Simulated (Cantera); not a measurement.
Source: NASA polynomial tables (part measured, part estimated), evaluated in Cantera. Values are per mole of reaction as written; species without (g) are pure solids or liquids, kept so even where they would boil at 1 bar.

2 B + 3 Cl₂(g) ⇌ 2 BCl₃(g)

| T (K) | ΔH° (kJ) | ΔS° (J/K) | ΔG° (kJ) | log10 K |
|---|---|---|---|---|
| 1148 | ? | ? | ? | ? |
| 1298 | -807.7 | -102.6 | -674.6 | 27.15 |
| 1448 | -808.4 | -103.1 | -659.1 | 23.78 |
| 1598 | ? | ? | ? | ? |
| 1748 | -810.1 | -104.1 | -628.1 | 18.77 |
| 1898 | -811.3 | -104.8 | -612.4 | 16.85 |
| 2048 | ? | ? | ? | ? |
| 2198 | -814.4 | -106.3 | -580.7 | 13.80 |
| 2348 | -816.4 | -107.2 | -564.7 | 12.56 |

### Question
What belongs in the gaps?

### Answer

- 1148, ΔH° (kJ): -807.2
- 1148, ΔS° (J/K): -102.2
- 1148, ΔG° (kJ): -689.9
- 1148, log10 K: 31.39
- 1598, ΔH° (kJ): -809.2
- 1598, ΔS° (J/K): -103.6
- 1598, ΔG° (kJ): -643.6
- 1598, log10 K: 21.04
- 2048, ΔH° (kJ): -812.7
- 2048, ΔS° (J/K): -105.5
- 2048, ΔG° (kJ): -596.6
- 2048, log10 K: 15.22
